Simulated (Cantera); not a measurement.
Charge: 1 mol Si, 2.5 mol Cl₂, 18 mol H₂, at 13300 Pa.

Cantera equilibrium calculation (NASA polynomials, part measured and part estimated; ideal gas, pure solids and liquids). Candidate condensed phases: Si; 19 gas species. The tables' values for SiCl₃ are old estimates; treat these amounts as uncertain. Equilibrium is a limit: real reactors are often held back by kinetics, nucleation or transport.

At 925 K, list the 4 most abundant gas species with their mole fractions, and the condensed phases.

H₂ 0.894, HCl 0.0543, SiCl₄ 0.0483, SiHCl₃ 0.00289. Condensed: gas only.
